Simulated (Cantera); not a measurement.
Input: 1 mol H₂O, 11 mol N₂, equilibrated at 0.825 Torr.

These are equilibrium values from Cantera (NASA tables, ideal gas, pure condensed phases), not measurements of a reactor. Candidate condensed phases: H₂O; 24 gas species. Equilibrium is a limit: real reactors are often held back by kinetics, nucleation or transport. All values below are at 2073 K.

Base state: N₂ 0.902, H₂O 0.0624, H₂ 0.0127, H 0.00894, O₂ 0.00529, OH 0.00499, O 0.00252, NO 0.00158 (mole fractions); condensed: gas only.

What changes in the equilibrium state with this change: pressure from 0.825 Torr to 0.0900 Torr?


```tsv
species	before	after
N₂	0.902	0.878
H₂O	0.0624	0.0406
H	0.00894	0.0329
O	0.00252	0.0102
H₂	0.0127	0.0188
O₂	0.00529	0.00944
OH	0.00499	0.00810
NO	0.00158	0.00208
```

What changes in the equilibrium state with this change: H₂O replaced by HBr?


```csv
species,before,after
N₂,0.902,0.877
Br,0,0.0723
H₂,0.0127,0.0293
H₂O,0.0624,0
H,0.00894,0.0136
HBr,0,0.00748
O₂,0.00529,0
OH,0.00499,0
O,0.00252,0
NO,0.00158,0
```
Further candidate phases: Br₂.

What changes in the equilibrium state with this change: pressure from 0.825 Torr to 368 Torr?


```csv
species,before,after
N₂,0.902,0.915
H₂O,0.0624,0.0806
H₂,0.0127,0.00220
O,0.00252,4.22e-5
H,0.00894,0.000176
O₂,0.00529,0.000660
OH,0.00499,0.000734
NO,0.00158,0.000561
```
